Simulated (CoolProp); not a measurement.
A simple Rankine cycle with carbonyl sulfide: condensing at 320.15 K, boiler at 4.79 MPa, turbine inlet 367.1 K, turbine efficiency 0.6, pump efficiency 0.7, no recuperator. Each further row changes one setting.

The numbers come from the reference Helmholtz-energy equation of state, Lemmon 2006 in CoolProp. It is a short technical equation, of lower accuracy than the large ones.

| case | thermal efficiency (%) | net work (kJ/kg) | heat in (kJ/kg) | turbine exit temperature (K) | volume ratio over the turbine |
|---|---|---|---|---|---|
| as stated | 5.0 | 10.5 | 212 | 320.1 | 2.35 |
| turbine inlet 387.1 K | 5.5 | 13.3 | 243 | 331.7 | 2.19 |
| condensing temperature 312.15 K | 5.9 | 13.3 | 223 | 312.2 | 2.81 |
| boiler pressure 3.35 MPa | 3.4 | 8.34 | 244 | 338.2 | 1.54 |
| turbine efficiency 0.5 | 3.8 | 8.08 | 212 | 320.1 | 2.37 |

The expansion ends wet for: as stated; condensing temperature 312.15 K; turbine efficiency 0.5.
